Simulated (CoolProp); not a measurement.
R245fa along the isobar 0.989 MPa: fugacity coefficient from the reference equation and from simpler models built on Tc = 427.0 K, pc = 3.651 MPa, ω = 0.378; each cubic takes its own stable root.

The numbers come from the reference Helmholtz-energy equation of state, Akasaka 2015 in CoolProp.

```json
[
 {"T (K)": "287.2", "phase": "liquid", "reference": "0.09807", "van der Waals": "0.5430", "Peng-Robinson": "0.09910"},
 {"T (K)": "304.2", "phase": "liquid", "reference": "0.1814", "van der Waals": "0.7012", "Peng-Robinson": "0.1824"},
 {"T (K)": "321.2", "phase": "liquid", "reference": "0.3077", "van der Waals": "0.8424", "Peng-Robinson": "0.3082"},
 {"T (K)": "338.1", "phase": "liquid", "reference": "0.4837", "van der Waals": "0.8604", "Peng-Robinson": "0.4833"},
 {"T (K)": "355.1", "phase": "liquid", "reference": "0.7162", "van der Waals": "0.8756", "Peng-Robinson": "0.7137"},
 {"T (K)": "372.1", "phase": "gas", "reference": "0.8500", "van der Waals": "0.8887", "Peng-Robinson": "0.8443"},
 {"T (K)": "389.1", "phase": "gas", "reference": "0.8736", "van der Waals": "0.8999", "Peng-Robinson": "0.8647"},
 {"T (K)": "406", "phase": "gas", "reference": "0.8924", "van der Waals": "0.9096", "Peng-Robinson": "0.8819"},
 {"T (K)": "423", "phase": "gas", "reference": "0.9078", "van der Waals": "0.9182", "Peng-Robinson": "0.8967"},
 {"T (K)": "440", "phase": "gas", "reference": "0.9205", "van der Waals": "0.9257", "Peng-Robinson": "0.9094"}
]
```

At some of these states van der Waals gives the other phase, because its saturation line lies elsewhere.
